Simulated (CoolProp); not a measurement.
The fluid at 298.15 K and 0.00654 MPa is throttled through a valve to 0.00247 MPa with no heat exchange. The same conditions are run with several fluids, on thermodynamics alone (safety and materials aside).

Computed with CoolProp (reference Helmholtz-energy equation of state of each fluid (the fluoroketone C6F12O (FK-5-1-12): McLinden 2015; n-pentane: Thol 2019; n-perfluoropentane: Gao 2022; neopentane: Lemmon 2006; R124: de Vries 1995)).

```json
[
 {"fluid": "the fluoroketone C6F12O (FK-5-1-12)", "final density (kg/m³)": "?"},
 {"fluid": "n-pentane", "final density (kg/m³)": "0.0720"},
 {"fluid": "n-perfluoropentane", "final density (kg/m³)": "?"},
 {"fluid": "neopentane", "final density (kg/m³)": "0.0720"},
 {"fluid": "R124", "final density (kg/m³)": "?"}
]
```

Problem. Fill in the missing entries.

Solution. 
- the fluoroketone C6F12O (FK-5-1-12), final density (kg/m³): 0.316
- n-perfluoropentane, final density (kg/m³): 0.287
- R124, final density (kg/m³): 0.136
